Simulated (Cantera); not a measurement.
A Cantera script and its output.

```python
import numpy as np
import cantera as ct

gas = ct.Solution("gri30.yaml")
gas.TPX = 1048, 13332, {'C2H6': 1, 'N2': 1.7}
reactor = ct.IdealGasConstPressureReactor(gas, energy="off", clone=False)
net = ct.ReactorNet([reactor])
net.rtol, net.atol = 1e-08, 1e-18
show = ['C2H6', 'C2H4', 'HCN', 'C2H', 'CH3', 'C2H2', 'H2']
times = np.geomspace(4e-06, 2, 12)

steps = ct.SolutionArray(gas, extra=["t"])
rows = []
print(f"{'t/s':>10s}{'T/K':>9s}{'P/Pa':>11s}" + "".join(f"{s:>11s}" for s in show))
for t in times:
    while net.time < t:
        t_next = net.step()
        steps.append(gas.state, t=t_next)
    rows.append([np.interp(t, steps.t, y) for y in (steps.T, steps.P, *steps(*show).X.T)])
    print(f"{t:10.3e}{rows[-1][0]:9.1f}{rows[-1][1]:11.4g}" + "".join(f"{x:11.3e}" for x in rows[-1][2:]))
rate = np.gradient(steps.T, steps.t)
print("integrator steps:", len(steps.t))
if steps.T.max() > steps.T[0] + 200:
    print(f"time of steepest temperature rise: {steps.t[rate.argmax()]:.4e} s")
gas.TPX = 1048, 13332, {'C2H6': 1, 'N2': 1.7}
gas.equilibrate("TP")
print(f"equilibrium (TP): T = {gas.T:.1f} K  " + "  ".join(f"{s} {gas[s].X[0]:.3e}" for s in show))
```

Output:

```
       t/s      T/K       P/Pa       C2H6       C2H4        HCN        C2H        CH3       C2H2         H2
 4.000e-06   1048.0  1.333e+04  3.704e-01  8.544e-13  1.310e-27  2.103e-38  1.250e-08  4.706e-23  2.517e-12
 1.319e-05   1048.0  1.333e+04  3.704e-01  2.909e-11  4.597e-26  3.936e-35  4.043e-08  5.381e-21  3.168e-11
 4.347e-05   1048.0  1.333e+04  3.704e-01  9.991e-10  1.595e-24  1.850e-31  1.253e-07  7.769e-19  9.615e-10
 1.433e-04   1048.0  1.333e+04  3.704e-01  3.210e-08  1.050e-22  1.646e-27  3.403e-07  2.425e-16  3.154e-08
 4.725e-04   1048.0  1.333e+04  3.704e-01  8.639e-07  3.686e-20  2.193e-23  6.515e-07  1.252e-13  8.590e-07
 1.558e-03   1048.0  1.333e+04  3.703e-01  1.611e-05  6.116e-18  1.156e-19  7.666e-07  3.725e-11  1.607e-05
 5.136e-03   1048.0  1.333e+04  3.701e-01  2.101e-04  1.534e-16  6.919e-17  9.813e-07  6.079e-09  2.090e-04
 1.693e-02   1048.0  1.333e+04  3.674e-01  2.106e-03  1.554e-15  2.221e-15  2.404e-06  6.250e-07  2.078e-03
 5.582e-02   1048.0  1.333e+04  3.534e-01  1.208e-02  5.925e-15  1.487e-14  3.204e-06  1.880e-05  1.186e-02
 1.840e-01   1048.0  1.333e+04  3.094e-01  4.321e-02  9.463e-15  4.300e-14  2.941e-06  1.818e-04  4.254e-02
 6.067e-01   1048.0  1.333e+04  2.011e-01  1.192e-01  1.214e-14  1.031e-13  2.297e-06  1.031e-03  1.178e-01
 2.000e+00   1048.0  1.333e+04  5.751e-02  2.166e-01  1.451e-14  2.560e-13  1.247e-06  4.191e-03  2.166e-01
integrator steps: 1078
equilibrium (TP): T = 1048.0 K  C2H6 5.166e-04  C2H4 6.275e-02  HCN 4.358e-02  C2H 1.576e-13  CH3 5.300e-07  C2H2 5.086e-02  H2 5.066e-02
```

Cantera simulation using GRI-Mech 3.0 (53 species, 325 reactions); the numbers are that mechanism's predictions, not measurements. GRI-Mech 3.0 stops at C3 and has no aromatics, soot or wall deposition, so with more carbon than oxygen in the feed, carbon stays in small species such as C2H2 where larger ones or solid carbon would form.
